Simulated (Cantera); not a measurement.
**Low-pressure radical oxidation in H2/O2**

A perfectly stirred reactor is fed with 30.6 % H2, 69.4 % O2, equivalence ratio 0.22, at 10.00 Torr; it is held at 1298 K, and followed from long to short residence time.

Computed with Cantera and GRI-Mech 3.0 (53 species, 325 reactions). Radical loss at walls, strong at low pressure, is not modelled. The temperature is held fixed by assumption; the heat of reaction is taken as removed at once.

| τ (s) | x H2 | x O2 | x OH | x HO2 | x H2O2 | x H | x O |
|---|---|---|---|---|---|---|---|
| 7.4 | 0.000325 | 0.638 | 0.00214 | 2.37e-6 | 1.68e-7 | 0.000123 | 0.000960 |
| 3.4 | 0.000543 | 0.637 | 0.00278 | 3.38e-6 | 2.17e-7 | 0.000270 | 0.00162 |
| 1.5 | 0.000930 | 0.636 | 0.00365 | 4.67e-6 | 2.79e-7 | 0.000613 | 0.00279 |
| 0.69 | 0.00154 | 0.634 | 0.00472 | 6.02e-6 | 3.45e-7 | 0.00133 | 0.00467 |
| 0.31 | 0.00258 | 0.630 | 0.00612 | 7.40e-6 | 4.17e-7 | 0.00292 | 0.00788 |
| 0.14 | 0.00424 | 0.625 | 0.00787 | 8.59e-6 | 4.83e-7 | 0.00631 | 0.0131 |
| 0.064 | 0.00677 | 0.616 | 0.00994 | 9.40e-6 | 5.28e-7 | 0.0131 | 0.0213 |
| 0.029 | 0.0105 | 0.603 | 0.0123 | 9.69e-6 | 5.38e-7 | 0.0261 | 0.0336 |
| 0.013 | 0.0153 | 0.585 | 0.0145 | 9.41e-6 | 5.07e-7 | 0.0474 | 0.0497 |
| 0.0060 | 0.0204 | 0.566 | 0.0162 | 8.79e-6 | 4.60e-7 | 0.0720 | 0.0651 |
| 0.0027 | 0.0265 | 0.554 | 0.0175 | 8.18e-6 | 4.29e-7 | 0.0930 | 0.0752 |
x: mole fraction; the columns are a selection and need not sum to one.
